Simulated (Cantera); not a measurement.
Thermodynamics of silicon carbide growth, feed CH3SiCl3 + HCl + H2 + C2H2

Charge: 1 mol CH3SiCl3, 0.035 mol HCl, 78 mol H2, 0.42 mol C2H2, at 0.470 bar.

These are equilibrium values from Cantera (NASA tables, ideal gas, pure condensed phases), not measurements of a reactor. Candidate condensed phases: C, C6H6, C7H8, C8H18, Si, SiC; 109 gas species. The feed counts by its element totals alone. Kinetics and transport are ignored.

At 1073 K the condensed part is SiC(s). From 1173 K to 1673 K the condensed part is C(graphite) + SiC(s). The main Si-bearing gas is SiCl4 at 1073 K and SiCl2 at 1673 K. The share of Si in condensed phases is highest at 1373 K (99.8 %) and lowest at 1073 K (94.8 %).

```
T (K)   x H2   x HCl     x CH4   x SiCl4       x H  x SiHCl3  x SiCl2  x C2H2 (acetylene)  n SiC(s)  n C(graphite)
-----  -----  ------  --------  --------  --------  --------  -------  ------------------  --------  -------------
1073   0.953  0.0353    0.0111  0.000470   1.99e-8  0.000156  3.19e-6             2.18e-9     0.948              0
1173   0.954  0.0373   0.00833   4.54e-5   1.68e-7   2.71e-5  4.72e-6             5.84e-8     0.993          0.174
1273   0.959  0.0373   0.00406   8.57e-6   1.02e-6   8.79e-6  9.64e-6             3.56e-7     0.997          0.513
1373   0.961  0.0373   0.00218   2.07e-6   4.76e-6   3.37e-6  1.76e-5             1.66e-6     0.998          0.664
1473   0.961  0.0372   0.00128   6.08e-7   1.81e-5   1.48e-6  2.97e-5             6.26e-6     0.997          0.738
1573   0.962  0.0372  0.000798   2.10e-7   5.82e-5   7.20e-7  4.66e-5             1.99e-5     0.996          0.776
1673   0.962  0.0371  0.000528   8.24e-8  0.000163   3.83e-7  6.90e-5             5.48e-5     0.994          0.794
```
x: gas mole fraction; n: condensed amount in mol.
